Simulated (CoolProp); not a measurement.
Properties of R113 along the isobar 2.14 MPa.

Values from CoolProp's reference Helmholtz-energy equation of state, Marx 1992.

```
T (°C)   phase  density (kg/m³)  speed of sound (m/s)  fugacity coefficient
------  ------  ---------------  --------------------  --------------------
-12.25  liquid             1654                 835.3              0.004169
3.65    liquid             1618                 781.2              0.009206
19.65   liquid             1581                 728.1               0.01837
35.55   liquid             1544                 676.9               0.03342
51.55   liquid             1505                 626.8               0.05666
67.45   liquid             1466                 578.3               0.08991
83.35   liquid             1425                 530.5                0.1352
99.35   liquid             1381                 482.7                0.1945
115.25  liquid             1335                 435.0                0.2681
131.25  liquid             1284                 386.0                0.3572
147.15  liquid             1227                 335.0                0.4601
163.05  liquid             1161                 279.5                0.5758
179.05  liquid             1075                 213.8                0.7022
194.95     gas            152.0                 103.4                0.7611
210.95     gas            136.3                 113.5                0.7879
226.85     gas            125.3                 121.2                0.8104
```
